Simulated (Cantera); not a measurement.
Gas mixture: 8.02 % CH₄, 48.8 % C₂H₆, 43.2 % NH₃, at 3750 Torr, frozen composition.

Cantera's kinetic-theory transport with the Lennard-Jones parameters of GRI-Mech 3.0, ideal gas; thermal conductivity in the mixture-averaged form. Polar gases are described roughly by these parameters. The composition is frozen, though it would react at the higher temperatures.

D: mixture-averaged diffusion coefficient of that species in the mixture.

| T (K) | ρ (kg/m³) | cp (J/kg/K) | μ (µPa s) | λ (mW/m/K) | Pr | D (cm²/s) CH₃ | D (cm²/s) CO₂ | D (cm²/s) H₂ |
|---|---|---|---|---|---|---|---|---|
| 400 | 3.50 | 2219 | 13.1 | 40.3 | 0.722 | ___ | 0.0457 | 0.224 |
| 550 | 2.55 | 2732 | 17.5 | 65.1 | 0.734 | ___ | 0.0831 | 0.388 |
| 700 | 2.00 | 3181 | 21.5 | 92.3 | 0.741 | ___ | 0.129 | 0.585 |
| 850 | 1.65 | 3541 | 25.2 | 120 | 0.742 | ___ | 0.182 | 0.812 |
| 1000 | 1.40 | 3868 | 28.6 | 148 | 0.746 | ___ | 0.243 | 1.07 |
| 1150 | 1.22 | 4131 | 31.8 | 176 | 0.746 | ___ | 0.309 | 1.35 |
| 1300 | 1.08 | 4353 | 34.9 | 203 | 0.746 | ___ | 0.382 | 1.65 |
| 1450 | 0.967 | 4540 | 37.7 | 230 | 0.745 | ___ | 0.460 | 1.98 |

Q: Complete the blanks.

A: 
- 400, D (cm²/s) CH₃: 0.0651
- 550, D (cm²/s) CH₃: 0.116
- 700, D (cm²/s) CH₃: 0.178
- 850, D (cm²/s) CH₃: 0.250
- 1000, D (cm²/s) CH₃: 0.331
- 1150, D (cm²/s) CH₃: 0.420
- 1300, D (cm²/s) CH₃: 0.517
- 1450, D (cm²/s) CH₃: 0.622
